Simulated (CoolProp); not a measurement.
Vapour-liquid equilibrium of cyclohexane (1) + o-xylene (2) at 231.25 °C; x and y are mole fractions of (1).

Model: multi-fluid Helmholtz-energy mixture model, Zhou 2014 and Zhou 2012; pair parameters Bell 2016, in CoolProp.

```
x      bubble pressure (kPa)  y at the bubble point  dew pressure at overall composition x (kPa)  liquid density (mol/L)
-----  ---------------------  ---------------------  -------------------------------------------  ----------------------
0.05                   730.7                  0.139                                        674.4                   6.357
0.125                  854.8                  0.298                                        721.0                   6.357
0.2                    975.6                  0.417                                        773.9                   6.355
0.275                   1093                  0.511                                        834.3                   6.350
0.35                    1206                  0.587                                        903.7                   6.344
0.425                   1317                  0.651                                        984.2                   6.335
0.5                     1425                  0.706                                         1078                   6.325
0.575                   1532                  0.756                                         1188                   6.312
0.65                    1638                  0.802                                         1316                   6.297
0.725                   1743                  0.845                                         1465                   6.281
0.8                     1850                  0.887                                         1634                   6.263
0.875                   1958                  0.929                                         1819                   6.244
0.95                    2068                  0.971                                         2013                   6.224
```

No azeotrope shows between x = 0.05 and 0.95.

Pair parameters are fitted to limited data, so mixtures are less certain than the pure fluids.
